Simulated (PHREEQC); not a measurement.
Consider water at 25 °C with 0.026 mol/kgw CuCl2 and 0.00023 mol/kgw NaCl. Closed to the air; pH follows from the charge balance.

The numbers come from PHREEQC with the ion-association model, wateq4f.dat.

The pH is 4.54 and the ionic strength is 0.0753 mol/kgw.

| species | molality | activity | log γ |
|---|---|---|---|
| Cl- | 0.0507 | 0.0398 | -0.105 |
| Cu+2 | 0.0245 | 0.0106 | -0.363 |
| CuCl+ | 0.00144 | 0.00114 | -0.103 |
| Na+ | 0.000230 | 0.000184 | -0.097 |
| H+ | 3.44e-5 | 2.88e-5 | -0.077 |
| CuCl2 | 2.39e-5 | 2.43e-5 | 0.008 |
| Cu2(OH)2+2 | 1.46e-5 | 5.92e-6 | -0.393 |
| CuOH+ | 4.66e-6 | 3.68e-6 | -0.103 |

Precipitation was switched off in this run. Examples of supersaturated solids here: Atacamite. Others may be too. Species that the database lacks are ignored.
